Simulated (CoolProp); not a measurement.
Model: reference Helmholtz-energy equation of state, Lemmon 2006, in CoolProp. It is a short technical equation, of lower accuracy than the large ones.

Question: For n-nonane, give the phase and the Z, cp (kJ/(kg K)), Joule-Thomson coefficient (K/MPa) at 383.3 K and 0.101 MPa.

Answer: 
- 383.3 K and 0.101 MPa: liquid; Z 0.00630, cp 2.55, Joule-Thomson coefficient -0.300
